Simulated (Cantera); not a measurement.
What does this Cantera script print?

```python
import numpy as np
import cantera as ct

gas_names = """
    CrO3 NO2
""".split()
cond_names = """
    Cr2N(s) Cr(cr) Cr(L)
""".split()


# ... load() reads the species with a 1 bar reference pressure and builds the phases ...
species = {s.name: s for s in load("nasa_gas.yaml", gas_names) + load("nasa_condensed.yaml", cond_names)}
# Each term lists the table entries of one substance; the one whose range holds T is used.
reactions = {
    '3 Cr2N + 2 CrO3(g) = 8 Cr + 3 NO2(g)':
        [(-3, ['Cr2N(s)']), (-2, ['CrO3']), (8, ['Cr(cr)', 'Cr(L)']), (3, ['NO2'])],
}


def pick(names, T):
    return next(species[n] for n in names if species[n].thermo.min_temp <= T <= species[n].thermo.max_temp)


results = []
for label, terms in reactions.items():
    print(label)
    print("     T/K   dH/kJ  dS/(J/K)   dG/kJ   log10 K")
    for T in [300, 648, 723, 798, 873, 948, 1023, 1098, 1173, 1248, 1323, 1398]:
        used = [(nu, pick(names, T)) for nu, names in terms]
        dH = sum(nu * s.thermo.h(T) for nu, s in used) / 1e6
        dS = sum(nu * s.thermo.s(T) for nu, s in used) / 1e3
        dG = dH - T * dS / 1e3
        logK = -dG * 1e6 / (ct.gas_constant * T * np.log(10))
        results.append((label, T, dH, dS, dG, logK, [s.name for _, s in used]))
        print(f"{T:8g} {dH:8.1f} {dS:8.1f} {dG:8.1f} {logK:8.2f}")
```

Result:

```
3 Cr2N + 2 CrO3(g) = 8 Cr + 3 NO2(g)
     T/K   dH/kJ  dS/(J/K)   dG/kJ   log10 K
     300   1064.9    182.2   1010.2  -175.90
     648   1057.1    165.3    949.9   -76.57
     723   1055.4    162.9    937.6   -67.74
     798   1053.8    160.8    925.5   -60.58
     873   1052.3    159.0    913.5   -54.66
     948   1050.9    157.4    901.6   -49.68
    1023   1049.6    156.2    889.9   -45.44
    1098   1048.8    155.3    878.2   -41.78
    1173   1048.2    154.8    866.6   -38.59
    1248   1048.1    154.7    855.0   -35.78
    1323   1048.3    154.9    843.4   -33.30
    1398   1049.1    155.5    831.7   -31.08
```

Standard-state values (1 bar) from the NASA 1993 polynomials, evaluated with Cantera. Condensed species are held in their standard states even where they would react or evaporate.
